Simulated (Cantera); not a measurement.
A perfectly stirred reactor is fed with NH₃ : N₂ = 1 : 18 (molar parts), at 100000 Pa; it is held at 1598 K, and followed from long to short residence time.

Cantera simulation using the gas-phase N/H chemistry of the illustrative SiF4/NH3 mechanism in the Surface Chemkin manual (1991); the numbers are that mechanism's predictions, not measurements. Walls and surfaces, which speed up NH3 decomposition in real reactors, are not modelled.

Q: Predict: x(NH₃) at τ = 16.0 s; x(H) at τ = 16.0 s; x(H₂) at τ = 16.0 s; x(N₂H₄) at τ = 16.0 s; x(N₂H₂) at τ = 16.0 s; x(NH₃) at τ = 60.0 ms; x(H) at τ = 60.0 ms; x(H₂) at τ = 60.0 ms; x(N₂H₄) at τ = 60.0 ms; x(N₂H₂) at τ = 60.0 ms.

A: 
```json
{
 "x(NH₃) at τ = 16.0 s": "0.0223",
 "x(H) at τ = 16.0 s": "7.92e-6",
 "x(H₂) at τ = 16.0 s": "0.0432",
 "x(N₂H₄) at τ = 16.0 s": "2.72e-9",
 "x(N₂H₂) at τ = 16.0 s": "7.59e-9",
 "x(NH₃) at τ = 60.0 ms": "0.0521",
 "x(H) at τ = 60.0 ms": "1.80e-7",
 "x(H₂) at τ = 60.0 ms": "0.000751",
 "x(N₂H₄) at τ = 60.0 ms": "2.01e-8",
 "x(N₂H₂) at τ = 60.0 ms": "3.78e-8"
}
```
